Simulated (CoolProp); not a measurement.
Computed with CoolProp (reference Helmholtz-energy equation of state, Lemmon 2006). It is a short technical equation, of lower accuracy than the large ones.

Question: Give the vapour pressure (MPa), liquid density (kg/m³), enthalpy of vaporisation (kJ/kg), vapour Z of saturated isopentane at 78.75 °C.

Answer: 
```json
[
 {"T (°C)": "78.75", "p (MPa)": "0.444", "liquid density (kg/m³)": "555", "enthalpy of vaporisation (kJ/kg)": "298", "vapour Z": "0.877"}
]
```
